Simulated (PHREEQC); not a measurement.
# Phosphoric acid bath (model solution)

Dissolve 0.0038 mol/kgw KH2PO4 and 0.15 mol/kgw HCl at 25 °C. Closed to the air; pH follows from the charge balance.

Model: ion-association model, phreeqc.dat, run in PHREEQC.

Each row changes one thing in this solution. No solid was allowed to form.

```csv
case,pH,H3PO4 (mol/kgw),H2PO4- (mol/kgw),HPO4-2 (mol/kgw),SI of Sylvite (KCl)
as made,0.93,0.00353,0.000274,3.34e-10,-4.41
temperature from 25 to 15 °C,0.93,0.00349,0.000305,3.45e-10,-4.36
HCl from 0.15 to 1.5 mol/kgw,-0.04,0.00375,5.16e-5,1.26e-11,-3.61
diluted 2-fold with water,1.21,0.00167,0.000233,4.61e-10,-4.96
KH2PO4 from 0.0038 to 0.0019 mol/kgw,0.92,0.00177,0.000135,1.63e-10,-4.71
```

The ionic strength passes 0.7 mol/kgw, the rough limit of the ion-association models, in HCl from 0.15 to 1.5 mol/kgw. Species that the database lacks are ignored.
